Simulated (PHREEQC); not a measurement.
**Metal-bearing waste water (model solution)**

Make-up at 25 °C: 34 mmol/kgw Al2(SO4)3, 0.41 mmol/kgw H2SO4 and 1.5 mmol/kgw Na2SO4. Closed to the air; pH follows from the charge balance.

Equilibrium calculation in PHREEQC: ion-association model, phreeqc.dat.

Each row changes one thing in this solution. This is a speciation only: nothing precipitates in the calculation.

```csv
case,pH,ionic strength (mol/kgw),SO4-2 (mol/kgw),Na+ (mol/kgw),HSO4- (mol/kgw),NaSO4- (mol/kgw)
as made,3.44,0.120,0.0280,0.00286,0.000454,0.000140
0.027 mol/kgw NaOH added,5.57,0.157,0.0405,0.0282,4.50e-6,0.00182
Na2SO4 from 0.0015 to 0.00165 mol/kgw,3.44,0.120,0.0281,0.00315,0.000455,0.000154
Al2(SO4)3 left out,3.17,___,0.00180,0.00298,9.37e-5,1.96e-5
H2SO4 from 0.00041 to 0.0041 mol/kgw,2.48,0.124,0.0282,0.00286,0.00410,0.000139
Al2(SO4)3 from 0.034 to 0.017 mol/kgw,3.38,0.0697,0.0171,0.00290,0.000365,0.000103
diluted 10-fold with water,3.94,0.0185,0.00460,0.000296,3.44e-5,___
```

Some entries are withheld; supply them.


- Al2(SO4)3 left out, ionic strength (mol/kgw): 0.00550
- diluted 10-fold with water, NaSO4- (mol/kgw): 4.03e-6

Complexes and solids missing from the database can't appear. Some of these states are supersaturated (in Al(OH)3(a), Gibbsite (slow to form), for instance).
